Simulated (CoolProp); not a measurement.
Aqueous ethanol as a coolant, at -7 °C, 1 atm.

Values from CoolProp's Melinder's fits for secondary coolants.

```csv
mass %,freezing point (°C),Prandtl number,cp (kJ/(kg K)),conductivity (W/(m K)),viscosity (mPa s)
17.5,-9.2,69.3,4.415,0.454,___
22.5,-13.2,86.7,4.332,___,8.58
27.4,-17.7,101,4.211,___,9.70
32.4,___,110,4.065,0.382,___
37.3,-27.1,115,3.914,0.361,10.5
42.3,-31.5,___,3.765,0.340,10.3
47.2,-35.5,110,3.627,0.321,9.75
52.2,-39.2,104,3.491,0.302,8.99
57.1,-42.7,95.3,3.343,0.285,8.13
```

**Question.** Fill in the missing entries.

**Answer.** 
- 17.5, viscosity (mPa s): 7.13
- 22.5, conductivity (W/(m K)): 0.429
- 27.4, conductivity (W/(m K)): 0.405
- 32.4, freezing point (°C): -22.4
- 32.4, viscosity (mPa s): 10.4
- 42.3, Prandtl number: 114
